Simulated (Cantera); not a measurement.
An adiabatic, constant-pressure homogeneous reactor starts with 8.78 % CH₄, 2.46 % C₂H₆, 4.04 % C₃H₈, 20.2 % O₂, 64.5 % N₂, at 1723 K and 278 Torr.

Detailed kinetics in Cantera: GRI-Mech 3.0 (53 species, 325 reactions). GRI-Mech 3.0 was tuned for natural gas; its chemistry of propane as a main component is partial and can be far from experiment.

x: mole fraction; the columns are a selection and need not sum to one.

```json
[
 {"t (s)": "5.00e-6", "T (K)": "1692", "x CH₄": "0.0867", "x C₂H₆": "0.0229", "x C₃H₈": "0.0357", "x O₂": "0.199", "x OH": "8.00e-5", "x N₂O": "6.02e-10"},
 {"t (s)": "1.50e-5", "T (K)": "1672", "x CH₄": "0.0831", "x C₂H₆": "0.0192", "x C₃H₈": "0.0248", "x O₂": "0.190", "x OH": "0.000183", "x N₂O": "(withheld)"},
 {"t (s)": "4.51e-5", "T (K)": "1911", "x CH₄": "0.0590", "x C₂H₆": "0.00265", "x C₃H₈": "0.000645", "x O₂": "0.118", "x OH": "0.000725", "x N₂O": "(withheld)"},
 {"t (s)": "0.000136", "T (K)": "2691", "x CH₄": "0.00112", "x C₂H₆": "6.47e-8", "x C₃H₈": "6.51e-11", "x O₂": "1.84e-5", "x OH": "0.00172", "x N₂O": "(withheld)"},
 {"t (s)": "0.000408", "T (K)": "2668", "x CH₄": "0.000179", "x C₂H₆": "1.72e-9", "x C₃H₈": "<1e-12", "x O₂": "1.01e-5", "x OH": "0.00144", "x N₂O": "(withheld)"},
 {"t (s)": "0.00122", "T (K)": "2629", "x CH₄": "1.05e-9", "x C₂H₆": "<1e-12", "x C₃H₈": "<1e-12", "x O₂": "1.93e-5", "x OH": "0.00190", "x N₂O": "(withheld)"},
 {"t (s)": "0.00368", "T (K)": "2583", "x CH₄": "6.89e-12", "x C₂H₆": "<1e-12", "x C₃H₈": "<1e-12", "x O₂": "3.69e-5", "x OH": "0.00253", "x N₂O": "(withheld)"},
 {"t (s)": "0.0111", "T (K)": "2574", "x CH₄": "5.26e-12", "x C₂H₆": "<1e-12", "x C₃H₈": "<1e-12", "x O₂": "4.14e-5", "x OH": "0.00266", "x N₂O": "(withheld)"},
 {"t (s)": "0.0332", "T (K)": "2574", "x CH₄": "5.21e-12", "x C₂H₆": "<1e-12", "x C₃H₈": "<1e-12", "x O₂": "4.16e-5", "x OH": "0.00266", "x N₂O": "7.69e-9"},
 {"t (s)": "0.0998", "T (K)": "2574", "x CH₄": "5.21e-12", "x C₂H₆": "<1e-12", "x C₃H₈": "<1e-12", "x O₂": "4.16e-5", "x OH": "0.00266", "x N₂O": "7.65e-9"},
 {"t (s)": "0.300", "T (K)": "2574", "x CH₄": "5.21e-12", "x C₂H₆": "<1e-12", "x C₃H₈": "<1e-12", "x O₂": "4.16e-5", "x OH": "0.00266", "x N₂O": "7.65e-9"}
]
```

Problem. Complete the blanks.

Solution. 
- 1.50e-5, x N₂O: 2.65e-9
- 4.51e-5, x N₂O: 2.56e-8
- 0.000136, x N₂O: 3.27e-8
- 0.000408, x N₂O: 7.30e-8
- 0.00122, x N₂O: 3.00e-8
- 0.00368, x N₂O: 1.16e-8
- 0.0111, x N₂O: 8.48e-9
